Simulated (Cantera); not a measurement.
# Adiabatic ignition

An adiabatic, constant-pressure homogeneous reactor starts with CO : H2 : CH4 : O2 : N2 = 1 : 0.17 : 0.22 : 2.43 : 9.12 (molar parts), equivalence ratio 0.42, at 1323 K and 1600000 Pa.

Model: GRI-Mech 3.0 (53 species, 325 reactions), integrated in Cantera. The pressure lies above the range GRI-Mech 3.0 was tuned for (to about 10 atm).

```
t (s)     T (K)      x CO      x H2   x CH4    x HO2      x NO
--------  -----  --------  --------  ------  -------  --------
3.00e-6    1323    0.0773    0.0131  0.0170  3.89e-7    <1e-12
8.50e-6    1323    0.0773    0.0131  0.0170  1.98e-6    <1e-12
2.41e-5    1325    0.0772    0.0130  0.0168  4.68e-5  3.49e-12
6.82e-5    2262   0.00938  0.000392  <1e-12  1.74e-5   2.89e-5
0.000193   2342   0.00110   9.43e-5  <1e-12  8.04e-6  0.000138
0.000548   2342   0.00110   9.40e-5  <1e-12  8.02e-6  0.000398
0.00155    2340   0.00109   9.34e-5  <1e-12  7.97e-6   0.00111
0.00440    2336   0.00107   9.19e-5  <1e-12  7.83e-6   0.00293
0.0125     2329   0.00103   8.89e-5  <1e-12  7.56e-6   0.00660
0.0353     2321  0.000988   8.59e-5  <1e-12  7.29e-6    0.0104
0.100      2319  0.000979   8.52e-5  <1e-12  7.23e-6    0.0113
```
x: mole fraction; the columns are a selection and need not sum to one.

```yaml
time_of_steepest_temperature_rise: 56.1 µs
temperature at 0.100 s: 2319 K
equilibrium_temperature: 2319 K
x(CO) at 0.100 s: 0.000979 (gas-phase equilibrium 0.000979)
x(H2) at 0.100 s: 8.52e-5 (gas-phase equilibrium 8.52e-5)
x(CH4) at 0.100 s: <1e-12 (gas-phase equilibrium <1e-12)
```
